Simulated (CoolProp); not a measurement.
The numbers come from the reference Helmholtz-energy equation of state, Tillner-Roth 1997 in CoolProp.

**Question.** For CH2F2 (R32), give the phase and the cv (kJ/(kg K)), isothermal compressibility (1/MPa), viscosity (µPa s), fugacity coefficient at 435 K and 325 bar; 435 K and 470 bar; 435 K and 506 bar.

**Answer.** 
- 435 K and 325 bar: supercritical; cv 1.08, isothermal compressibility 0.0137, viscosity 64.1, fugacity coefficient 0.456
- 435 K and 470 bar: supercritical; cv 1.08, isothermal compressibility 0.00682, viscosity 79.8, fugacity coefficient 0.416
- 435 K and 506 bar: supercritical; cv 1.09, isothermal compressibility 0.00603, viscosity 83.3, fugacity coefficient 0.412

Viscosity comes from a separate model (Bell 2016), an estimate that may be off by 10 % or more.
